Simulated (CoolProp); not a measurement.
R13 at 269.69 K and 0.637 MPa is compressed adiabatically to 1.59 MPa with isentropic efficiency 0.6. Each further row changes one setting.

Model: reference Helmholtz-energy equation of state, Platzer 1990, in CoolProp. This equation is an older, rougher fit.

```tsv
case	work (kJ/kg)	final temperature (K)	final density (kg/m³)
as stated	31.1	325.0	69.5
efficiency 1	18.7	308.6	75.5
efficiency 0.65	28.7	321.8	70.6
```
